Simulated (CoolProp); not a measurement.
A closed Brayton cycle with dry air: compressor inlet 327.15 K and 4.4 MPa, high pressure 12.8 MPa, turbine inlet 770 K, compressor efficiency 0.85, turbine efficiency 0.9, recuperator effectiveness 0 (on enthalpy, no pinch check). Each further row changes one setting.

Computed with CoolProp (reference Helmholtz-energy equation of state, Lemmon 2000). It is a pseudo-pure fit of the blend.

```json
[
 {"case": "as stated", "thermal efficiency (%)": "14.8", "net work (kJ/kg)": "49.2", "compressor to turbine work": "0.74", "compressor exit (K)": "465.2", "turbine exit (K)": "596.7"},
 {"case": "turbine inlet 720 K", "thermal efficiency (%)": "[?]", "net work (kJ/kg)": "36.6", "compressor to turbine work": "0.79", "compressor exit (K)": "465.2", "turbine exit (K)": "[?]"},
 {"case": "compressor inlet 337.15 K", "thermal efficiency (%)": "14.1", "net work (kJ/kg)": "[?]", "compressor to turbine work": "0.77", "compressor exit (K)": "479.1", "turbine exit (K)": "596.7"},
 {"case": "high pressure 10.9 MPa", "thermal efficiency (%)": "[?]", "net work (kJ/kg)": "48.1", "compressor to turbine work": "0.71", "compressor exit (K)": "441.8", "turbine exit (K)": "620.1"},
 {"case": "recuperator effectiveness 0.5", "thermal efficiency (%)": "18.7", "net work (kJ/kg)": "49.2", "compressor to turbine work": "0.74", "compressor exit (K)": "465.2", "turbine exit (K)": "596.7"}
]
```

Task: Fill in the missing entries.

Result: 
- turbine inlet 720 K, thermal efficiency (%): 13.2
- turbine inlet 720 K, turbine exit (K): 556.3
- compressor inlet 337.15 K, net work (kJ/kg): 44.7
- high pressure 10.9 MPa, thermal efficiency (%): 13.5
